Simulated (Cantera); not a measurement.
Input: 1 mol CH3Cl, 0.1 mol Si, at 39.0 mbar.

Cantera equilibrium calculation (NASA polynomials, part measured and part estimated; ideal gas, pure solids and liquids). Candidate condensed phases: C, C6H6, C7H8, C8H18, Si, SiC; 109 gas species. Gases not in the tables: Si2H6 and higher silanes. Equilibrium is a limit: real reactors are often held back by kinetics, nucleation or transport.

Over these rows the condensed part is C(graphite). Partial pressures as log10 of bar:

| T (K) | 1000/T (1/K) | log p SiC2 | log p H2 | log p HCl | log p SiCl2 | log p H |
|---|---|---|---|---|---|---|
| 2225 | 0.4494 | -5.36 | -1.68 | -1.83 | -2.75 | -3.03 |
| 2275 | 0.4396 | -5.07 | -1.69 | -1.83 | -2.76 | -2.92 |
| 2325 | 0.4301 | -4.80 | -1.70 | -1.84 | -2.78 | -2.81 |
| 2375 | 0.4211 | -4.55 | -1.71 | -1.84 | -2.81 | -2.70 |
| 2425 | 0.4124 | ? | -1.72 | -1.85 | -2.86 | -2.61 |
| 2475 | 0.4040 | -4.13 | -1.73 | -1.86 | -2.91 | -2.51 |

### Question
Fit log p(SiC2) = a + b·(1000/T) to the five rows, give the apparent enthalpy, and predict the row at 2425 K.

### Answer
Means: 1000/T = 0.4288, log p = -4.782. Sxy = -0.032997, Sxx = 0.0012170, so b = -27.11 and a = -4.782 − (-27.11)×0.4288 = 6.84.
Apparent enthalpy: −19.145 × (-27.11) = 519 kJ/mol. With the condensed phases at unit activity, 2 C(graphite) + H2(g) + SiCl2(g) = SiC2(g) + 2 HCl(g) links this pressure to the main gases: over the six rows their terms move log p by -0.15 in all, so the slope isn't that reaction's ΔH° alone. The five rows lie within 0.03 of the line.
Prediction at 2425 K: 6.84 + (-27.11)×0.4124 = -4.34. The computed value is -4.33, 0.01 from the line.
